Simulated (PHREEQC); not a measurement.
Buffer: speciation

Dissolve 28 mmol/kgw NaHSO4, 0.22 mmol/kgw NaF and 37 mmol/kgw LiCl at 25 °C. Closed to the air; pH follows from the charge balance.

Equilibrium calculation in PHREEQC: ion-association model, phreeqc.dat.

Each row changes one thing in this solution. No solid was allowed to form.

```tsv
case	pH	ionic strength (mol/kgw)	SO4-2 (mol/kgw)	HSO4- (mol/kgw)	LiSO4- (mol/kgw)	NaSO4- (mol/kgw)	SI of Halite (NaCl)
as made	1.84	0.0965	0.0157	0.0105	0.000948	0.000811	-4.78
temperature from 25 to 70 °C	2.00	0.0872	0.0111	0.0156	0.000643	0.000701	-4.82
temperature from 25 to 65 °C	1.98	0.0883	0.0116	0.0150	0.000678	0.000721	-4.82
NaF from 0.00022 to 0.0011 mol/kgw	1.86	0.0969	0.0159	0.0103	0.000958	0.000846	-4.77
diluted 2-fold with water	2.08	0.0509	0.00921	0.00416	0.000339	0.000291	-5.34
LiCl from 0.037 to 0.0185 mol/kgw	1.85	0.0779	0.0157	0.0109	0.000505	0.000866	-5.07
LiCl from 0.037 to 0.185 mol/kgw	1.82	0.244	0.0155	0.00847	0.00343	0.000587	-4.15
NaHSO4 from 0.028 to 0.056 mol/kgw	1.62	0.145	0.0261	0.0262	0.00136	0.00231	-4.52
LiCl from 0.037 to 0.0037 mol/kgw	1.86	0.0630	0.0157	0.0113	0.000107	0.000920	-5.75
```

Away from 25 °C the constants follow the database's enthalpies or fits; those with neither stay at their 25 °C values.
